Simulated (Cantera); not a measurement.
Cantera run, input and output.

```python
import numpy as np
import cantera as ct

gas = ct.Solution("gri30.yaml")


def delay(T, t_max=10):
    gas.TPX = T, 160000, {'CH4': 1, 'CO': 0.035, 'O2': 2.46, 'N2': 9.25, 'H2O': 0.74}
    reactor = ct.IdealGasConstPressureReactor(gas, clone=False)
    net = ct.ReactorNet([reactor])
    net.rtol, net.atol = 1e-8, 1e-16
    while net.time < t_max:
        t_old, T_old = net.time, reactor.T
        net.step()
        if reactor.T > T + 400:  # ignition: a rise of 400 K
            return t_old + (T + 400 - T_old) / (reactor.T - T_old) * (net.time - t_old)
    return np.nan


taus = []
for T in [1323, 1398, 1473, 1548, 1623, 1698, 1773, 1848, 1923, 1998]:
    taus.append(delay(T))
    print(f"T0 = {T:6g} K   tau = {taus[-1]:.4e} s")
```

It prints:

```
T0 =   1323 K   tau = 6.3218e-03 s
T0 =   1398 K   tau = 2.5989e-03 s
T0 =   1473 K   tau = 1.1371e-03 s
T0 =   1548 K   tau = 5.3329e-04 s
T0 =   1623 K   tau = 2.6985e-04 s
T0 =   1698 K   tau = 1.4729e-04 s
T0 =   1773 K   tau = 8.6106e-05 s
T0 =   1848 K   tau = 5.3396e-05 s
T0 =   1923 K   tau = 3.4799e-05 s
T0 =   1998 K   tau = 2.3657e-05 s
```

Computed with Cantera and GRI-Mech 3.0 (53 species, 325 reactions).
